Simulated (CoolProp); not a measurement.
Model: reference Helmholtz-energy equation of state, Lemmon 2006, in CoolProp. It is a short technical equation, of lower accuracy than the large ones.

**Question.** Give the vapour pressure (kPa), vapour density (kg/m³), enthalpy of vaporisation (kJ/kg), liquid cp (kJ/(kg K)) of saturated nitrous oxide at 299 K.

**Answer.** 
```json
[
 {"T (K)": "299", "p (kPa)": "5760", "vapour density (kg/m³)": "195", "enthalpy of vaporisation (kJ/kg)": "143", "liquid cp (kJ/(kg K))": "4.10"}
]
```
